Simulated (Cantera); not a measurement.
A perfectly stirred reactor is fed with H₂ : O₂ = 0.008 : 1 (molar parts), at 0.0263 atm; it is held at 1250 K, and followed from long to short residence time.

Computed with Cantera and the H2/O2 subset of GRI-Mech 3.0, which has no nitrogen chemistry. Radical loss at walls, strong at low pressure, is not modelled.

One state of this run: x H₂ = 3.31e-5; x O₂ = 0.990; x O = 0.00139; x H₂O = 0.00774; x HO₂ = 5.41e-7; x OH = 0.000348. x: mole fraction; the columns are a selection and need not sum to one.

Question: Which value of τ (s) does it belong to?
A. 0.0047
B. 0.086
C. 11
D. 0.60

Answer: D, 0.60
